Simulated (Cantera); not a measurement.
Premixed flame

A freely propagating, adiabatic, planar premixed flame of H2 : O2 : N2 = 1 : 0.36 : 1.04 (molar parts), unburnt at 598 K and 100.0 Torr; mixture-averaged transport, grid criteria slope 0.08 and curve 0.16, no radiation.

Cantera simulation using the H2/O2 subset of GRI-Mech 3.0, which has no nitrogen chemistry; the numbers are that mechanism's predictions, not measurements. Burning velocities carry a grid error of a few per cent, more on coarse grids.

```
z (mm)  T (K)  u (m/s)   x H2     x O2     x H2O       x O    x HO2   x H2O2
------  -----  -------  -----  -------  --------  --------  -------  -------
-17.1     598     7.79  0.417    0.150     <1e-8     <1e-8    <1e-8    <1e-8
-11.4     598     7.79  0.417    0.150     <1e-8     <1e-8    <1e-8    <1e-8
-8.57     598     7.79  0.417    0.150     <1e-8     <1e-8    <1e-8    <1e-8
-5.71     598     7.79  0.417    0.150   1.78e-8     <1e-8  3.96e-7    <1e-8
-2.86     606     7.88  0.415    0.150  0.000490   8.75e-6  5.27e-5  3.69e-7
-1.43     729     9.38  0.390    0.146    0.0114  0.000306  3.61e-5  5.71e-7
0        1144     14.3  0.216   0.0862     0.134   0.00875  1.44e-5  6.13e-7
1.43     1417     17.5  0.104   0.0213     0.253    0.0128  3.40e-6  6.29e-7
2.86     1529     18.7  0.101   0.0156     0.264    0.0127  2.20e-6  5.10e-7
5.71     1664     20.2  0.108   0.0137     0.269    0.0122  1.66e-6  3.31e-7
11.4     1823     21.9  0.116   0.0115     0.276    0.0109  1.21e-6  1.79e-7
22.8     1994     23.6  0.121  0.00915     0.285   0.00902  8.71e-7  9.30e-8
45.7     2167     25.3  0.126  0.00672     0.296   0.00673  6.56e-7  5.25e-8
```
x: mole fraction of selected species; z is measured from the peak of heat release.

```
Property                    Result
------------------------  --------
laminar burning velocity  779 cm/s
thermal thickness          5.71 mm
peak x(O)                   0.0128
peak x(HO2)                5.32e-5
peak x(H2O2)               7.02e-7
grid points                    138
```
